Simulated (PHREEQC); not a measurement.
0.22 g of hydrous ferric oxide (600 m²/g; 0.2 weak and 0.005 strong sites per Fe, Dzombak-Morel constants, diffuse double layer) in 1 kg of water with 0.05 mol/kgw of an inert sodium salt and 1e-06 mol/kgw NiCl2, at 25 °C; the pH is set by adding NaOH or the inert anion's acid. O2 is buffered at 0.21 atm. The system is closed to CO2. Precipitation was switched off in this run.

Computed with PHREEQC (ion-association model, wateq4f.dat).

| pH | Ni sorbed (%) | surface charge σ (C/m²) | surface potential ψ (mV) |
|---|---|---|---|
| 3 | 0.0 | 0.357 | 169 |
| 3.67 | 0.0 | 0.323 | (withheld) |
| 4.33 | 0.0 | 0.258 | (withheld) |
| 5 | 0.4 | 0.181 | 135 |
| 5.67 | 5.0 | 0.115 | 112 |
| 6.33 | 42.2 | 0.067 | 86 |
| 7 | (withheld) | 0.034 | 56 |
| 7.67 | 99.5 | 0.012 | (withheld) |
| 8.33 | 100.0 | (withheld) | -11 |
| 9 | 100.0 | -0.026 | (withheld) |
| 9.67 | 100.0 | -0.055 | -76 |
| 10.33 | 100.0 | (withheld) | -104 |
| 11 | 100.0 | -0.158 | -128 |

Complete the blanks.


- 3.67, surface potential ψ (mV): 164
- 4.33, surface potential ψ (mV): 153
- 7, Ni sorbed (%): 91.8
- 7.67, surface potential ψ (mV): 23
- 8.33, surface charge σ (C/m²): -0.006
- 9, surface potential ψ (mV): -45
- 10.33, surface charge σ (C/m²): -0.097

Complexes and solids missing from the database can't appear. The oxide is taken as insoluble; below pH 4 it would dissolve.
